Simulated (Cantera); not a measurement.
What does this Cantera script print?

```python
import numpy as np
import cantera as ct

gas_names = """
    CL CL2 H HCL H2 N NH NH2 NH3 N2 N2H2 N2H4 Si SiCL SiCL2 SiCL3 SiCL4 SiH SiHCL3 SiH2 SiH2CL2 SiH3
    SiH3CL SiH4 SiN Si2 Si2N Si3
""".split()
cond_names = """
    NH4CL(a) NH4CL(b) Si(cr) Si(L) Si3N4(a)
""".split()


# ... load() reads the species with a 1 bar reference pressure and builds the phases ...
atoms = {
    'SiH2Cl2': {'Si': 1, 'H': 2, 'CL': 2},
    'N2': {'N': 2},
}
top_T = {'Si3N4(a)': 2400}  # K; cautious upper limits of use, not melting points


# ... equilibrate(T, P, feed) seeds the gas with the atoms and calls Mixture.equilibrate('TP', solver="vcs", rtol=1e-11, max_steps=5000) ...
results = []
feed = {'SiH2Cl2': 1, 'N2': 15}  # mol
T = 1548.15  # K
P = 1500  # Pa
mix = equilibrate(T, P, feed)
results.append((T, P, feed, dict(zip(mix.species_names, mix.species_moles))))
print(gas.report(threshold=0.001))
for i in range(1, mix.n_phases):
    print(f"{mix.phase(i).name:16s} {mix.phase_moles(i):12.5e} mol")
```

Output:

```
       temperature   1548.2 K
          pressure   1500 Pa
           density   0.0034721 kg/m^3
  mean mol. weight   29.795 kg/kmol
   phase of matter   gas

                          1 kg             1 kmol
                     ---------------   ---------------
          enthalpy        9.9616e+05        2.9681e+07  J
   internal energy        5.6414e+05        1.6809e+07  J
           entropy            9513.5        2.8346e+05  J/K
    Gibbs function       -1.3732e+07       -4.0915e+08  J
 heat capacity c_p            1190.5             35472  J/K
 heat capacity c_v            911.48             27158  J/K

                      mass frac. Y      mole frac. X     chem. pot. / RT
                     ---------------   ---------------   ---------------
               HCL          0.080779          0.066016           -39.587
                H2         0.0018424          0.027229           -26.498
                N2           0.82833           0.88099           -30.436
             SiCL2          0.076438          0.023008           -60.483
             SiCL3         0.0093877         0.0020806           -86.821
     [  +23 minor]         0.0032257        0.00067767

Si(cr)            0.00000e+00 mol
Si3N4(a)          1.91505e-01 mol
```

Cantera equilibrium calculation (NASA polynomials, part measured and part estimated; ideal gas, pure solids and liquids). The tables' values for SiCl3 are old estimates; treat these amounts as uncertain.
